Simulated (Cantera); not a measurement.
**CH3SiCl3 + C3H8 + H2 (silicon carbide growth)**

A closed system holds: 1 mol CH3SiCl3, 0.015 mol C3H8, 1100 mol H2, at 20.0 mbar.

Method: chemical equilibrium by Gibbs-energy minimisation in Cantera with the NASA 1993 tables (ideal gas, pure condensed phases). Candidate condensed phases: C, C6H6, C7H8, C8H18, Si, SiC; 109 gas species. The feed counts by its element totals alone. Gases not in the tables: Si2H6 and higher silanes. The numbers say what is thermodynamically allowed, not how fast it happens.

From 1173 K to 2073 K the condensed part is SiC(s). From 2173 K to 2373 K nothing is condensed. The main Si-bearing gas is SiCl2 at 1173 K and Si at 2373 K.

| T (K) | x H2 | x H | x HCl | x Si | x C2H2 (acetylene) | n SiC(s) |
|---|---|---|---|---|---|---|
| 1173 | 0.997 | 8.33e-7 | 0.00272 | <1e-12 | 6.87e-10 | 1.000 |
| 1273 | 0.997 | 5.04e-6 | 0.00272 | 1.05e-11 | 1.78e-8 | 1.000 |
| 1373 | 0.997 | 2.35e-5 | 0.00272 | 2.04e-10 | 2.81e-7 | 1.000 |
| 1473 | 0.997 | 8.93e-5 | 0.00272 | 2.90e-9 | 2.47e-6 | 1.000 |
| 1573 | 0.997 | 0.000287 | 0.00272 | 4.05e-8 | 8.69e-6 | 0.999 |
| 1673 | 0.996 | 0.000804 | 0.00272 | 5.44e-7 | 1.49e-5 | 0.998 |
| 1773 | 0.995 | 0.00201 | 0.00271 | 5.73e-6 | 2.17e-5 | 0.989 |
| 1873 | 0.993 | 0.00455 | 0.00270 | 3.90e-5 | 4.37e-5 | 0.942 |
| 1973 | 0.987 | 0.00948 | 0.00268 | 0.000177 | 0.000124 | 0.757 |
| 2073 | 0.978 | 0.0184 | 0.00265 | 0.000631 | 0.000378 | 0.144 |
| 2173 | 0.963 | 0.0335 | 0.00260 | 0.000784 | 0.000443 | 0 |
| 2273 | 0.938 | 0.0575 | 0.00252 | 0.000805 | 0.000442 | 0 |
| 2373 | 0.902 | 0.0938 | 0.00241 | 0.000807 | 0.000435 | 0 |
x: gas mole fraction; n: condensed amount in mol.
